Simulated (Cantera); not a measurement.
A closed system holds: 1 mol Cu2O, 190 mol H2, 1.3 mol N2, held at 1102 °C and 320 Pa.

Cantera equilibrium calculation (NASA polynomials, part measured and part estimated; ideal gas, pure solids and liquids). Candidate condensed phases: Cu, CuO, Cu(OH)2, Cu2O, H2O; 27 gas species. Equilibrium is a limit: real reactors are often held back by kinetics, nucleation or transport.

Base state: H2 0.988, N2 0.00679, H2O 0.00523, Cu 0.000257, H 6.02e-5 (mole fractions); condensed: Cu(l).

Problem. What changes in the equilibrium state with this change: temperature from 1102 °C to 1877 °C?

Solution. 
| species | before | after |
|---|---|---|
| H2 | 0.988 | 0.908 |
| H | 6.02e-5 | 0.0710 |
| Cu | 0.000257 | 0.00998 |
| OH | 5.73e-9 | 4.99e-5 |
| H2O | 0.00523 | 0.00494 |
| Cu(l), mol | 1.95 | 0 |
